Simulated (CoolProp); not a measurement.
Properties of propylene glycol along the isobar 0.616 MPa (Tc = 674.0 K, pc = 7.292 MPa, ω = 0.327).

The numbers come from the reference Helmholtz-energy equation of state, Eisenbach 2021 in CoolProp.

```csv
T (K),phase,density (kg/m³),Joule-Thomson coefficient (K/MPa),fugacity coefficient
446,liquid,908.0,-0.1746,0.1008
455.9,liquid,898.2,-0.1641,0.1385
465.8,liquid,888.2,-0.1528,0.1870
475.7,liquid,877.8,-0.1407,0.2483
485.6,liquid,?,-0.1276,0.3248
495.5,liquid,856.2,-0.1134,0.4187
505.4,liquid,?,-0.09773,0.5326
515.3,liquid,833.0,-0.08031,?
525.2,liquid,?,-0.06077,0.8299
535.1,gas,11.37,?,0.9319
```

Question: What belongs in the gaps?

Answer: 
- 485.6, density (kg/m³): 867.2
- 505.4, density (kg/m³): 844.8
- 515.3, fugacity coefficient: 0.6688
- 525.2, density (kg/m³): 820.7
- 535.1, Joule-Thomson coefficient (K/MPa): 10.53
